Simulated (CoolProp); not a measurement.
A Linde-Hampson liquefier for methane: isothermal reversible compression at 290 K from 1 atm to 25 MPa, throttling to 1 atm, return gas leaving the recuperator 10 K below the feed. Each further row changes one setting.

Model: reference Helmholtz-energy equation of state, Setzmann 1991, in CoolProp.

```tsv
case	liquid yield per pass	compression work (kJ/kg of gas)
as stated	0.222	774
high pressure 50 MPa	0.249	877
warm-end temperature 320 K	0.165	875
warm-end gap 15 K	0.212	774
```
